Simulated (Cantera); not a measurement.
Charge: 1 mol CH3F, a varied amount of H2, equilibrated at 2973 K and 8.00 Pa.

Cantera equilibrium calculation (NASA polynomials, part measured and part estimated; ideal gas, pure solids and liquids). Candidate condensed phases: C, C6H6, C7H8, C8H18; 95 gas species. The numbers say what is thermodynamically allowed, not how fast it happens.

x: gas mole fraction; nothing condenses.

| n(H2) (mol) | x H | x F | x C | x HF | x C3 | x C2 |
|---|---|---|---|---|---|---|
| 0.17 | 0.644 | 0.148 | 0.102 | 0.0612 | 0.0267 | 0.0129 |
| 0.86 | 0.718 | 0.111 | 0.0889 | 0.0511 | 0.0175 | 0.00975 |
| 1.6 | 0.768 | … | … | … | … | … |
| 2.2 | 0.797 | 0.0742 | 0.0717 | 0.0381 | 0.00919 | 0.00633 |
| 2.9 | 0.822 | 0.0634 | 0.0653 | 0.0335 | 0.00694 | 0.00525 |
| 3.6 | 0.841 | … | 0.0600 | … | … | … |
| 4.3 | 0.857 | 0.0490 | 0.0555 | 0.0270 | 0.00426 | 0.00379 |

Question: Some entries are withheld; supply them.

Answer: 
- 1.6, x F: 0.0870
- 1.6, x C: 0.0784
- 1.6, x HF: 0.0430
- 1.6, x C3: 0.0120
- 1.6, x C2: 0.00758
- 3.6, x F: 0.0553
- 3.6, x HF: 0.0299
- 3.6, x C3: 0.00538
- 3.6, x C2: 0.00443
